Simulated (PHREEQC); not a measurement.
4.6 g of hydrous ferric oxide (600 m²/g; 0.2 weak and 0.005 strong sites per Fe, Dzombak-Morel constants, diffuse double layer) in 1 kg of water with 0.05 mol/kgw of an inert sodium salt and 0.0048 mol CuCl2, 3.4e-05 mol Na2SO4 and 2.3e-05 mol ZnCl2, at 25 °C; the pH is set by adding NaOH or the inert anion's acid. O2 is buffered at 0.21 atm. CO2 from the air is kept out. Nothing may precipitate in this run.

The numbers come from PHREEQC with the ion-association model, wateq4f.dat.

### Question
Predict S sorbed (%), surface charge σ (C/m²) at pH = 9.33, 10.

### Answer
| pH | S sorbed (%) | surface charge σ (C/m²) |
|---|---|---|
| 9.33 | 0.7 | 0.006 |
| 10 | 0.0 | -0.011 |

Along this series the solution becomes supersaturated in solids that the run did not let form, among them Cu(OH)2, Atacamite. The database's constant for dissolved Cu(OH)2 is higher than later reviews accept.
